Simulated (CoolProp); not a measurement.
Vapour-liquid equilibrium of carbon dioxide (1) + isobutane (2) at 703 kPa; x and y are mole fractions of (1).

Values from CoolProp's multi-fluid Helmholtz-energy mixture model, Span 1996 and Bücker 2006; pair parameters Kunz 2012.

Question: Give the bubble temperature and the first vapour's composition at x = 0.05, 0.2, 0.95. Is there an azeotrope?

Answer: x = 0.05: 300.2 K, y = 0.454; x = 0.2: 256.1 K, y = 0.887; x = 0.95: 225.0 K, y = 0.994. No azeotrope shows between x = 0.05 and 0.95.

Pair parameters are fitted to limited data, so mixtures are less certain than the pure fluids. With so large a gap from Raoult's law the liquid may split in two, which this calculation doesn't test in full.
